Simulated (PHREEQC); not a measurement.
# Cooling-tower water (model solution)

Synthetic water in mg/kgw, 20 °C, pH 6.67, pe 10.6: Na 182; K 2.62; Ca 64.4; Mg 24.5; Cl 25.5; S(6) as SO4 48.4; Alkalinity as HCO3 676; Li 0.134.

Cl is adjusted to close the charge balance.
Valence states are taken as typed.

The numbers come from PHREEQC with the ion-association model, phreeqc.dat.

The ionic strength is 0.0156 mol/kgw and the specific conductance is 1040 µS/cm.

| species | molality | activity | log γ |
|---|---|---|---|
| HCO3- | 0.0108 | 0.00962 | -0.052 |
| Na+ | 0.00787 | 0.00697 | -0.053 |
| CO2 | 0.00494 | 0.00496 | 0.002 |
| Ca+2 | 0.00145 | 0.000900 | -0.207 |
| Cl- | 0.00115 | 0.00101 | -0.055 |
| Mg+2 | 0.000905 | 0.000567 | -0.203 |
| SO4-2 | 0.000423 | 0.000261 | -0.211 |

Precipitation was switched off in this run.
